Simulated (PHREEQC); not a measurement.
Dissolve 0.66 mol/kgw KH2PO4, 0.00074 mol/kgw Na2SO4 and 0.015 mol/kgw NaCl at 20 °C. Closed to the air; pH follows from the charge balance.

Equilibrium calculation in PHREEQC: ion-association model, phreeqc.dat.

Task: The ionic strength comes out as 0.678 mol/kgw. What activity coefficients do HPO4-2, Cl-, K+, NaHPO4-, H2PO4- get?

Result: HPO4-2 0.20, Cl- 0.63, K+ 0.63, NaHPO4- 0.68, H2PO4- 0.68.

This is a speciation only: nothing precipitates in the calculation.
